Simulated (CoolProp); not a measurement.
A single-stage vapour-compression cycle with the fluid: evaporating at 236.15 K (dew point), condensing at 284.15 K (bubble point), superheat 0 K, subcooling 2 K, compressor efficiency 0.6, no pressure losses. The same conditions are run with several fluids, on thermodynamics alone (safety and materials aside).

Computed with CoolProp (reference Helmholtz-energy equation of state of each fluid (C2F6 (R116): Lemmon 2006; propylene: Lemmon 2013; R142b: Lemmon 2006; nitrous oxide: Lemmon 2006; hydrogen chloride: Thol 2018; R115: Lemmon 2016)).

| fluid | cooling COP | pressure ratio | discharge temperature (K) | refrigerating effect (kJ/kg) | volumetric capacity (kJ/m³) |
|---|---|---|---|---|---|
| C2F6 (R116) | 1.48 | 4.07 | 294.6 | 38.9 | 1950 |
| propylene | 2.44 | … | … | 318 | 1150 |
| R142b | … | 7.67 | 329.3 | 182 | 265 |
| nitrous oxide | 2.09 | 3.93 | 362.9 | … | … |
| hydrogen chloride | 2.21 | 4.01 | 403.7 | 295 | 5300 |
| R115 | 2.23 | 5.50 | 296.4 | 79.0 | 728 |

Problem. Complete the blanks.

Solution. 
- propylene, pressure ratio: 4.99
- propylene, discharge temperature (K): 331.3
- R142b, cooling COP: 2.52
- nitrous oxide, refrigerating effect (kJ/kg): 212
- nitrous oxide, volumetric capacity (kJ/m³): 5720
